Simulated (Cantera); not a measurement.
A closed system holds: 1 mol SiHCl₃, 43 mol NH₃, 12 mol H₂, equilibrated at 0.0490 bar.

Equilibrium computed with Cantera from the NASA thermochemical tables; the gas is ideal and each condensed phase is pure. Candidate condensed phases: NH₄Cl, Si, Si₃N₄; 28 gas species. The tables' values for SiCl, SiN are old estimates; treat these amounts as uncertain. Gases not in the tables: Si₂H₆ and higher silanes. Kinetics and transport are ignored.

Problem. At 2073 K, list the 5 most abundant gas species with their mole fractions, and the condensed phases.

Solution. H₂ 0.746, N₂ 0.213, HCl 0.0254, H 0.0103, Si 0.00203. Condensed: Si(l).
